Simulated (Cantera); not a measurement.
Feed: 1 mol TEOS, 0.076 mol O3, 2.8 mol N2, held at 20.0 mbar.

Method: chemical equilibrium by Gibbs-energy minimisation in Cantera with the NASA 1993 tables (ideal gas, pure condensed phases). Candidate condensed phases: C, C6H6, C7H8, C8H18, H2O, Si, SiC, SiO2, Si2N2O, Si3N4; 151 gas species. The feed counts by its element totals alone. The tables hold silica as quartz up to 1696 K and as liquid above; real silica turns to tridymite and cristobalite and melts near 1996 K. Kinetics and transport are ignored.

Task: Which condensed phases are stable at each of these points (T (K)): 623, 698, 773, 848, 923, 998, 1073, 1148, 1223?

Result: 
```
T (K)              condensed phases  Si condensed (%)
-----  ----------------------------  ----------------
623    C(graphite) + SiO2(α-quartz)             100.0
698    C(graphite) + SiO2(α-quartz)             100.0
773    C(graphite) + SiO2(α-quartz)             100.0
848    C(graphite) + SiO2(β-quartz)             100.0
923    C(graphite) + SiO2(β-quartz)             100.0
998    C(graphite) + SiO2(β-quartz)             100.0
1073   C(graphite) + SiO2(β-quartz)             100.0
1148   C(graphite) + SiO2(β-quartz)             100.0
1223   C(graphite) + SiO2(β-quartz)             100.0
```

From 623 K to 773 K the condensed part is C(graphite) + SiO2(α-quartz). From 848 K to 1223 K the condensed part is C(graphite) + SiO2(β-quartz).
